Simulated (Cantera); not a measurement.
A closed system holds: 1 mol Si2H6, a varied amount of H2O, 3.3 mol N2, held at 1275 °C and 0.0100 bar.

These are equilibrium values from Cantera (NASA tables, ideal gas, pure condensed phases), not measurements of a reactor. Candidate condensed phases: H2O, Si, SiO2, Si2N2O, Si3N4; 35 gas species. The feed counts by its element totals alone. Mutual solubility and eutectic melting of coexisting phases are not modelled. The tables hold silica as quartz up to 1696 K and as liquid above; real silica turns to tridymite and cristobalite and melts near 1996 K. Equilibrium is a limit: real reactors are often held back by kinetics, nucleation or transport.

x: gas mole fraction; n: condensed amount in mol.

| n(H2O) (mol) | x H2 | x H2O | x N2 | x SiO | n SiO2(β-quartz) | n Si2N2O(s) |
|---|---|---|---|---|---|---|
| 1.2 | 0.635 | 8.27e-5 | 0.360 | 0.00506 | 0.122 | 0.922 |
| 1.4 | 0.639 | 8.30e-5 | 0.355 | 0.00509 | 0.255 | 0.855 |
| 1.8 | 0.647 | 8.33e-5 | 0.348 | 0.00512 | ? | ? |
| 2.2 | 0.653 | 8.36e-5 | 0.341 | 0.00515 | 0.786 | 0.587 |
| 2.8 | 0.662 | 8.40e-5 | 0.333 | 0.00520 | 1.18 | 0.385 |
| 3.4 | 0.669 | 8.43e-5 | 0.326 | 0.00523 | 1.58 | 0.184 |
| 4.2 | 0.666 | 0.0191 | 0.314 | 2.31e-5 | 2.00 | 0 |
| 5.3 | 0.603 | 0.112 | 0.284 | 3.55e-6 | 2.00 | 0 |
| 6.5 | 0.547 | 0.195 | 0.258 | 1.85e-6 | 2.00 | 0 |
| 8.1 | 0.486 | 0.285 | 0.229 | 1.13e-6 | 2.00 | 0 |
| 10 | ? | ? | ? | ? | 2.00 | 0 |
| 12 | 0.382 | 0.437 | 0.180 | 5.77e-7 | 2.00 | 0 |
| 15 | 0.329 | 0.516 | 0.155 | 4.20e-7 | 2.00 | 0 |

### Question
Some entries are withheld; supply them.

### Answer

- 1.8, n SiO2(β-quartz): 0.520
- 1.8, n Si2N2O(s): 0.721
- 10, x H2: 0.429
- 10, x H2O: 0.368
- 10, x N2: 0.202
- 10, x SiO: 7.70e-7
